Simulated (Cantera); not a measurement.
Input: 1 mol Si, a varied amount of H2O, 3.7 mol H2, held at 1098 K and 0.690 bar.

These are equilibrium values from Cantera (NASA tables, ideal gas, pure condensed phases), not measurements of a reactor. Candidate condensed phases: H2O, Si, SiO2; 18 gas species. Mutual solubility and eutectic melting of coexisting phases are not modelled. Kinetics and transport are ignored.

### Question
Which condensed phases are stable at each of these points (n(H2O) (mol)): 0.28, 0.46, 0.75, 1.2, 2, 3.2, 5.3, 8.5?

### Answer
| n(H2O) (mol) | condensed phases | Si condensed (%) |
|---|---|---|
| 0.28 | Si(s) + SiO2(β-quartz) | 100.0 |
| 0.46 | Si(s) + SiO2(β-quartz) | 100.0 |
| 0.75 | Si(s) + SiO2(β-quartz) | 100.0 |
| 1.2 | Si(s) + SiO2(β-quartz) | 100.0 |
| 2 | SiO2(β-quartz) | 100.0 |
| 3.2 | SiO2(β-quartz) | 100.0 |
| 5.3 | SiO2(β-quartz) | 100.0 |
| 8.5 | SiO2(β-quartz) | 100.0 |

From 0.28 mol H2O to 1.2 mol H2O the condensed part is Si(s) + SiO2(β-quartz). From 2 mol H2O to 8.5 mol H2O the condensed part is SiO2(β-quartz).
